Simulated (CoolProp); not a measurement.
The fluid at 425.42 K and 0.291 MPa expands adiabatically to 0.022 MPa with isentropic efficiency 1. The same conditions are run with several fluids, on thermodynamics alone (safety and materials aside).

Values from CoolProp's reference Helmholtz-energy equation of state of each fluid (nitrogen: Span 2000; R13: Platzer 1990; R245ca: Zhou 2016; normal hydrogen: Leachman 2009; CF4 (R14): Platzer 1990). The equations of Platzer and Polt are older, rougher fits.

| fluid | work (kJ/kg) | final temperature (K) | final density (kg/m³) |
|---|---|---|---|
| nitrogen | ___ | ___ | 0.364 |
| R13 | 75.9 | ___ | ___ |
| R245ca | ___ | ___ | ___ |
| normal hydrogen | 3200 | 200.8 | 0.0266 |
| CF4 (R14) | 89.4 | 311.1 | 0.749 |

Q: Complete the blanks.

A: 
- nitrogen, work (kJ/kg): 231
- nitrogen, final temperature (K): 203.6
- R13, final temperature (K): 318.4
- R13, final density (kg/m³): 0.869
- R245ca, work (kJ/kg): 62.4
- R245ca, final temperature (K): 365.2
- R245ca, final density (kg/m³): 0.975
